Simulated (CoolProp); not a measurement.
Vapour-liquid equilibrium of methane (1) + ethylene (2) at 128.1 K; x and y are mole fractions of (1).

Computed with CoolProp (multi-fluid Helmholtz-energy mixture model, Setzmann 1991 and Smukala 2000; pair parameters Bell 2016).

Give the bubble pressure and the first vapour's composition at x = 0.05, 0.25, 0.45. Is there an azeotrope?

x = 0.05: 0.03056 MPa, y = 0.886; x = 0.25: 0.1210 MPa, y = 0.975; x = 0.45: 0.1852 MPa, y = 0.987. No azeotrope shows between x = 0.05 and 0.95.

The pair parameters rest on a limited set of measurements; away from them the model extrapolates. With so large a gap from Raoult's law the liquid may split in two, which this calculation doesn't test in full.
